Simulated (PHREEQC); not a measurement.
# Polishing slurry liquid (model solution)

Consider water at 25 °C with 0.56 mmol/kgw K2CO3 and 0.12 mmol/kgw Al(NO3)3. Closed to the air; pH follows from the charge balance.

Model: ion-association model, phreeqc.dat, run in PHREEQC.

| Property | Value |
|---|---|
| pH | 9.34 |
| ionic strength | 0.00118 mol/kgw |
| total alkalinity | 1.12 meq/kg |

```json
[
 {"species": "K+", "molality": "0.00112", "activity": "0.00108", "log γ": "-0.017"},
 {"species": "HCO3-", "molality": "0.000502", "activity": "0.000483", "log γ": "-0.016"},
 {"species": "NO3-", "molality": "0.000360", "activity": "0.000346", "log γ": "-0.017"},
 {"species": "Al(OH)4-", "molality": "0.000120", "activity": "0.000116", "log γ": "-0.017"},
 {"species": "CO3-2", "molality": "5.76e-5", "activity": "4.95e-5", "log γ": "-0.066"},
 {"species": "OH-", "molality": "2.30e-5", "activity": "2.21e-5", "log γ": "-0.017"},
 {"species": "CO2", "molality": "4.98e-7", "activity": "4.98e-7", "log γ": "0.000"},
 {"species": "Al(OH)3", "molality": "2.81e-8", "activity": "2.81e-8", "log γ": "0.000"}
]
```

Precipitation was switched off in this run. Examples of supersaturated solids here: Gibbsite (slow to form). Others may be too.
